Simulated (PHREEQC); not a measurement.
# Acid mine or pickling water

A made-up water analysis in mmol/kgw, 20 °C, pH 1.88, pe 9: Na 1.15; K 3; Ca 5.03; Mg 2.13; Cl 2.72; S(6) 21.2; F 0.066; Zn 0.0196; Cu(2) 0.113.

Valence states are taken as typed.

The numbers come from PHREEQC with the ion-association model, phreeqc.dat.

Each row changes one thing in this solution. This is a speciation only: nothing precipitates in the calculation.

```tsv
case	ionic strength (mol/kgw)	SO4-2 (mol/kgw)	HSO4- (mol/kgw)	Ca+2 (mol/kgw)	Mg+2 (mol/kgw)	Cu+2 (mol/kgw)	SI of Gypsum (CaSO4:2H2O)	SI of Fluorite (CaF2)
as made	0.0472	0.0112	0.00741	0.00341	0.00139	7.47e-5	-0.48	-3.05
Mg from 2.13 to 6.39 mmol/kgw	0.0517	0.0106	0.00685	0.00352	0.00432	7.74e-5	-0.51	-3.05
temperature from 20 to 75 °C at the same typed pH	___	0.00526	0.0135	0.00371	___	8.39e-5	-0.66	-4.34
```

Question: Complete the blanks.

Answer: 
- temperature from 20 to 75 °C at the same typed pH, ionic strength (mol/kgw): 0.0385
- temperature from 20 to 75 °C at the same typed pH, Mg+2 (mol/kgw): 0.00117

At this temperature some constants are extrapolated from 25 °C, and those without enthalpy data are left unchanged.
